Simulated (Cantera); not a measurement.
A perfectly stirred reactor is fed with CH4 : N2 = 1 : 130 (molar parts), at 1.00 bar; it is held at 1600 K, and followed from long to short residence time.

Model: GRI-Mech 3.0 (53 species, 325 reactions), integrated in Cantera. GRI-Mech 3.0 stops at C3 and has no aromatics, soot or wall deposition, so with more carbon than oxygen in the feed, carbon stays in small species such as C2H2 where larger ones or solid carbon would form.

```csv
quantity,before,after
x(CH4) at τ = 0.740 s,0.00237,0.00763
x(CH2) at τ = 0.740 s,1.19e-8,1.79e-10
x(HCN) at τ = 0.740 s,7.09e-7,<1e-12
x(CH3) at τ = 0.740 s,2.53e-5,4.37e-6
x(C2H4) at τ = 0.740 s,2.35e-5,9.11e-9
x(CH4) at τ = 55.0 ms,0.00532,0.00763
x(CH2) at τ = 55.0 ms,3.06e-8,1.57e-12
x(HCN) at τ = 55.0 ms,7.89e-8,<1e-12
x(CH3) at τ = 55.0 ms,6.37e-5,2.74e-7
x(C2H4) at τ = 55.0 ms,0.000144,2.72e-12
```

### Question
Which change was made?
(A) N2 130 to 290 parts
(B) pressure from 1.00 bar to 0.135 Torr
(C) temperature 1600 to 1300 K
(D) temperature 1600 to 1850 K

### Answer
B, pressure from 1.00 bar to 0.135 Torr
